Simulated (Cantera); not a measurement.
Cantera run:

```python
import numpy as np
import cantera as ct

gas_names = """
    H HO2 H2 H2O H2O2 Li LiH LiO LiOH Li2 Li2O Li2O2 Li2O2H2 O OH O2 O3
""".split()
cond_names = """
    H2O(s) H2O(L) Li(cr) Li(L) LiH(s) LiH(L) LiOH(s) LiOH(L) Li2O(s) Li2O(L)
""".split()


# ... load() reads the species with a 1 bar reference pressure and builds the phases ...
atoms = {
    'LiOH': {'Li': 1, 'O': 1, 'H': 1},
    'H2': {'H': 2},
}
top_T = {}  # K; cautious upper limits of use, not melting points


# ... equilibrate(T, P, feed) seeds the gas with the atoms and calls Mixture.equilibrate('TP', solver="vcs", rtol=1e-11, max_steps=5000) ...
results = []
T = 2025  # K
P = 100000  # Pa
for m in [0.05, 0.078, 0.12, 0.19, 0.3, 0.46, 0.72, 1.1, 1.7, 2.7, 4.2]:
    feed = {'LiOH': 1, 'H2': m}  # mol
    mix = equilibrate(T, P, feed)
    results.append((T, P, feed, dict(zip(mix.species_names, mix.species_moles))))
    x = sorted(zip(gas.X, gas.species_names), reverse=True)
    print(f"T = {T:g} K  P = {P:g} Pa  n(H2) = {m:g} mol  gas = {mix.phase_moles(0):.4g} mol")
    print("   x: " + "  ".join(f"{s} {v:.3e}" for v, s in x if v > 0.001))
    print("   condensed (mol): " + ("  ".join(f"{mix.phase(i).name} {mix.phase_moles(i):.4g}"
          for i in range(1, mix.n_phases) if mix.phase_moles(i) > 1e-12) or "none"))
```

Result:

```
T = 2025 K  P = 100000 Pa  n(H2) = 0.05 mol  gas = 0.7816 mol
   x: LiOH 5.644e-01  H2O 3.590e-01  H2 5.966e-02  Li 8.335e-03  Li2O 5.369e-03  Li2O2H2 2.432e-03
   condensed (mol): Li2O(L) 0.27
T = 2025 K  P = 100000 Pa  n(H2) = 0.078 mol  gas = 0.8156 mol
   x: LiOH 5.499e-01  H2O 3.408e-01  H2 9.009e-02  Li 1.051e-02  Li2O 5.369e-03  Li2O2H2 2.310e-03
   condensed (mol): Li2O(L) 0.2651
T = 2025 K  P = 100000 Pa  n(H2) = 0.12 mol  gas = 0.8661 mol
   x: LiOH 5.301e-01  H2O 3.166e-01  H2 1.315e-01  Li 1.318e-02  Li2O 5.369e-03  Li2O2H2 2.146e-03
   condensed (mol): Li2O(L) 0.2582
T = 2025 K  P = 100000 Pa  n(H2) = 0.19 mol  gas = 0.9494 mol
   x: LiOH 5.008e-01  H2O 2.827e-01  H2 1.911e-01  Li 1.681e-02  Li2O 5.369e-03  Li2O2H2 1.916e-03
   condensed (mol): Li2O(L) 0.2472
T = 2025 K  P = 100000 Pa  n(H2) = 0.3 mol  gas = 1.08 mol
   x: LiOH 4.626e-01  H2 2.663e-01  H2O 2.411e-01  Li 2.148e-02  Li2O 5.369e-03  Li2O2H2 1.634e-03
   condensed (mol): Li2O(L) 0.2309
T = 2025 K  P = 100000 Pa  n(H2) = 0.46 mol  gas = 1.268 mol
   x: LiOH 4.187e-01  H2 3.481e-01  H2O 1.975e-01  Li 2.714e-02  Li2O 5.369e-03  Li2O2H2 1.339e-03  H 1.135e-03
   condensed (mol): Li2O(L) 0.2085
T = 2025 K  P = 100000 Pa  n(H2) = 0.72 mol  gas = 1.573 mol
   x: H2 4.386e-01  LiOH 3.665e-01  H2O 1.514e-01  Li 3.481e-02  Li2O 5.369e-03  H 1.275e-03  Li2O2H2 1.026e-03
   condensed (mol): Li2O(L) 0.1735
T = 2025 K  P = 100000 Pa  n(H2) = 1.1 mol  gas = 2.021 mol
   x: H2 5.202e-01  LiOH 3.150e-01  H2O 1.118e-01  Li 4.410e-02  Li2O 5.369e-03  H 1.388e-03  LiH 1.304e-03
   condensed (mol): Li2O(L) 0.1233
T = 2025 K  P = 100000 Pa  n(H2) = 1.7 mol  gas = 2.734 mol
   x: H2 5.913e-01  LiOH 2.646e-01  H2O 7.892e-02  Li 5.596e-02  Li2O 5.369e-03  LiH 1.764e-03  H 1.480e-03
   condensed (mol): Li2O(L) 0.04304
T = 2025 K  P = 100000 Pa  n(H2) = 2.7 mol  gas = 3.809 mol
   x: H2 6.778e-01  LiOH 1.960e-01  H2O 6.213e-02  Li 5.639e-02  Li2O 3.743e-03  LiH 1.904e-03  H 1.585e-03
   condensed (mol): none
T = 2025 K  P = 100000 Pa  n(H2) = 4.2 mol  gas = 5.333 mol
   x: H2 7.609e-01  LiOH 1.330e-01  H2O 5.215e-02  Li 4.830e-02  Li2O 2.054e-03  LiH 1.728e-03  H 1.679e-03
   condensed (mol): none
```

These are equilibrium values from Cantera (NASA tables, ideal gas, pure condensed phases), not measurements of a reactor.
